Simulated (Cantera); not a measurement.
Input (Python, Cantera) and output of one run.

```python
import numpy as np
import cantera as ct

gas_names = """
    H H2 N NH NH2 NH3 N2 N2H2 N2H4 Si SiH SiH2 SiH3 SiH4 SiN Si2 Si2N Si3
""".split()
cond_names = """
    Si(cr) Si(L) Si3N4(a)
""".split()


def load(file, names, dense=False):
    # The tables refer to 1 bar. Condensed volumes are neglected.
    table = {s.name: s for s in ct.Species.list_from_file(file)}
    out = []
    for n in names:
        d = dict(table[n].input_data)
        d["thermo"] = dict(d["thermo"], **{"reference-pressure": 1e5})
        if dense:
            d["equation-of-state"] = {"model": "constant-volume", "density": "1e6 g/cm^3"}
        out.append(ct.Species.from_dict(d))
    return out


gas = ct.Solution(thermo="ideal-gas", species=load("nasa_gas.yaml", gas_names))
cond = {s.name: ct.Solution(thermo="fixed-stoichiometry", species=[s], name=s.name)
        for s in load("nasa_condensed.yaml", cond_names, dense=True)}
atoms = {
    'trisilylamine': {'Si': 3, 'N': 1, 'H': 9},
    'N2': {'N': 2},
    'H2': {'H': 2},
}
top_T = {'Si3N4(a)': 2400}  # K; cautious upper limits of use, not melting points


def equilibrate(T, P, feed):
    n = {}
    for name, mol in feed.items():
        for a, k in atoms[name].items():
            n[a] = n.get(a, 0.0) + k * mol
    gas.TPX = T, P, n
    mass = sum(n.values()) * gas.mean_molecular_weight
    gas.equilibrate("TP")
    valid = [c for c in cond.values() if c.min_temp <= T <= top_T.get(c.name, c.max_temp)]
    mix = ct.Mixture([(gas, mass / gas.mean_molecular_weight)] + [(c, 0.0) for c in valid])
    mix.T, mix.P = T, P
    mix.equilibrate("TP", solver="vcs", rtol=1e-11, max_steps=5000)
    return mix


results = []
feed = {'trisilylamine': 1, 'N2': 2.3, 'H2': 84}  # mol
P = 83  # Pa
for T in [1075, 1125, 1175, 1225, 1275, 1325, 1375, 1425]:
    mix = equilibrate(T, P, feed)
    results.append((T, P, feed, dict(zip(mix.species_names, mix.species_moles))))

top = {s: max(r[3][s] / sum(r[3][g] for g in gas_names) for r in results) for s in gas_names}
cols = sorted((s for s in top if top[s] > 1e-06), key=lambda s: -top[s])[:6]
seen = [c for c in cond_names if any(r[3].get(c, 0) > 1e-12 for r in results)]
print("log10 of partial pressures in bar; condensed amounts in mol")
print(f"{'T/K':>10s}" + "".join(f"{s[:9]:>10s}" for s in cols + seen))
for T, P, feed, n in results:
    ng = sum(n[g] for g in gas_names)
    print(f"{T:10.4g}" + "".join(f"{np.log10(max(n[s] / ng * P / 1e5, 1e-99)):10.3f}" for s in cols)
          + "".join(f"{n.get(c, 0):10.4g}" for c in seen))
```

Result:

```
log10 of partial pressures in bar; condensed amounts in mol
       T/K        H2        N2         H        Si    Si(cr)  Si3N4(a)
      1075    -3.085    -5.129    -9.376   -16.987         0         1
      1125    -3.085    -5.129    -8.895   -15.485         0         1
      1175    -3.085    -5.129    -8.454   -14.112         0         1
      1225    -3.085    -5.129    -8.049   -12.852         0         1
      1275    -3.085    -5.129    -7.675   -11.692         0         1
      1325    -3.085    -5.129    -7.329   -10.621         0         1
      1375    -3.085    -5.129    -7.008    -9.629         0         1
      1425    -3.086    -5.000    -6.709    -8.793    0.4196    0.8601
```

Equilibrium computed with Cantera from the NASA thermochemical tables; the gas is ideal and each condensed phase is pure. The feed counts by its element totals alone. Mutual solubility and eutectic melting of coexisting phases are not modelled.
